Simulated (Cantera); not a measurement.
# Hydrocarbon pyrolysis for carbon deposition

A perfectly stirred reactor is fed with C3H8 : H2 = 1 : 5.4 (molar parts), at 975 Torr; it is held at 1750 K, and followed from long to short residence time.

Computed with Cantera and GRI-Mech 3.0 (53 species, 325 reactions). GRI-Mech 3.0 was tuned for natural gas; its chemistry of propane as a main component is partial and can be far from experiment. GRI-Mech 3.0 stops at C3 and has no aromatics, soot or wall deposition, so with more carbon than oxygen in the feed, carbon stays in small species such as C2H2 where larger ones or solid carbon would form.

```json
[
 {"τ (s)": "0.83", "x C3H8": "1.17e-6", "x H2": "0.816", "x C2H": "2.32e-7", "x CH3": "0.000162", "x CH4": "0.0348"},
 {"τ (s)": "0.45", "x C3H8": "2.14e-6", "x H2": "0.815", "x C2H": "2.33e-7", "x CH3": "0.000176", "x CH4": "0.0375"},
 {"τ (s)": "0.25", "x C3H8": "3.84e-6", "x H2": "0.812", "x C2H": "2.35e-7", "x CH3": "0.000198", "x CH4": "0.0414"},
 {"τ (s)": "0.13", "x C3H8": "7.35e-6", "x H2": "0.808", "x C2H": "2.38e-7", "x CH3": "0.000233", "x CH4": "0.0474"},
 {"τ (s)": "0.073", "x C3H8": "1.30e-5", "x H2": "0.803", "x C2H": "2.43e-7", "x CH3": "0.000277", "x CH4": "0.0542"},
 {"τ (s)": "0.040", "x C3H8": "2.33e-5", "x H2": "0.798", "x C2H": "2.51e-7", "x CH3": "0.000338", "x CH4": "0.0624"},
 {"τ (s)": "0.022", "x C3H8": "4.13e-5", "x H2": "0.792", "x C2H": "2.65e-7", "x CH3": "0.000415", "x CH4": "0.0710"},
 {"τ (s)": "0.012", "x C3H8": "7.29e-5", "x H2": "0.786", "x C2H": "2.85e-7", "x CH3": "0.000515", "x CH4": "0.0794"},
 {"τ (s)": "0.0064", "x C3H8": "0.000130", "x H2": "0.781", "x C2H": "3.14e-7", "x CH3": "0.000647", "x CH4": "0.0875"},
 {"τ (s)": "0.0035", "x C3H8": "0.000222", "x H2": "0.776", "x C2H": "3.49e-7", "x CH3": "0.000808", "x CH4": "0.0944"}
]
```
x: mole fraction; the columns are a selection and need not sum to one.
